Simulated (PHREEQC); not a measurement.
0.015 g of hydrous ferric oxide (600 m²/g; 0.2 weak and 0.005 strong sites per Fe, Dzombak-Morel constants, diffuse double layer) in 1 kg of water with 0.005 mol/kgw of an inert sodium salt, at 25 °C; the pH is set by adding NaOH or the inert anion's acid. O2 is buffered at 0.21 atm. No CO2 enters from the air. Nothing may precipitate in this run.

Equilibrium calculation in PHREEQC: ion-association model, wateq4f.dat.

```json
[
 {"pH": "3", "surface charge σ (C/m²)": "0.302", "surface potential ψ (mV)": "215"},
 {"pH": "3.67", "surface charge σ (C/m²)": "0.221", "surface potential ψ (mV)": "203"},
 {"pH": "4.33", "surface charge σ (C/m²)": "0.147", "surface potential ψ (mV)": "183"},
 {"pH": "5", "surface charge σ (C/m²)": "[?]", "surface potential ψ (mV)": "158"},
 {"pH": "5.67", "surface charge σ (C/m²)": "0.051", "surface potential ψ (mV)": "129"},
 {"pH": "6.33", "surface charge σ (C/m²)": "0.027", "surface potential ψ (mV)": "97"},
 {"pH": "7", "surface charge σ (C/m²)": "0.013", "surface potential ψ (mV)": "[?]"},
 {"pH": "7.67", "surface charge σ (C/m²)": "0.004", "surface potential ψ (mV)": "25"},
 {"pH": "8.33", "surface charge σ (C/m²)": "-0.002", "surface potential ψ (mV)": "-12"},
 {"pH": "9", "surface charge σ (C/m²)": "-0.009", "surface potential ψ (mV)": "[?]"},
 {"pH": "9.67", "surface charge σ (C/m²)": "-0.021", "surface potential ψ (mV)": "-86"},
 {"pH": "10.33", "surface charge σ (C/m²)": "-0.042", "surface potential ψ (mV)": "-119"},
 {"pH": "11", "surface charge σ (C/m²)": "-0.081", "surface potential ψ (mV)": "-148"}
]
```

### Question
Complete the blanks.

### Answer

- 5, surface charge σ (C/m²): 0.090
- 7, surface potential ψ (mV): 62
- 9, surface potential ψ (mV): -50

Species that the database lacks are ignored. The oxide is taken as insoluble; below pH 4 it would dissolve.
